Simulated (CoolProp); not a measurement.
Vapour-liquid equilibrium of hydrogen sulfide (1) + n-pentane (2) at 0.186 MPa; x and y are mole fractions of (1).

Values from CoolProp's multi-fluid Helmholtz-energy mixture model, Lemmon 2006 and Thol 2019; pair parameters Kunz 2012.

Q: Give the bubble temperature and the first vapour's composition at x = 0.125, 0.35, 0.5. Is there an azeotrope?

A: x = 0.125: -3.9 °C, y = 0.898; x = 0.35: -35.9 °C, y = 0.986; x = 0.5: -40.7 °C, y = 0.991. No azeotrope shows between x = 0.05 and 0.95.

The pair parameters rest on a limited set of measurements; away from them the model extrapolates. With so large a gap from Raoult's law the liquid may split in two, which this calculation doesn't test in full.
